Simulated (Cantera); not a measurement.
Input: 1 mol CF₄, 0.49 mol H₂, equilibrated at 2375 K and 1.00 bar.

Equilibrium computed with Cantera from the NASA thermochemical tables; the gas is ideal and each condensed phase is pure. Candidate condensed phases: C, C₆H₆, C₇H₈, C₈H₁₈; 95 gas species. The tables' values for C₂F₄ are old estimates; treat these amounts as uncertain. Gases not in the tables: C₂F₆ and larger saturated fluorocarbons. Kinetics and transport are ignored.

Q: What is the equilibrium state?

A: 
| Item | Value |
|---|---|
| x(HF) | 0.530 |
| x(CF₄) | 0.351 |
| x(CF₂) | 0.0890 |
| x(F) | 0.0177 |
| x(CF₃) | 0.0111 |
| x(CF) | 0.000384 |
| x(CHF₃) | 5.14e-5 |
| x(C₂F₄) | 2.90e-5 |
| x(H) | 8.86e-6 |
| n(C(graphite)) | 0.165 mol |
| gas amount | 1.847 mol |
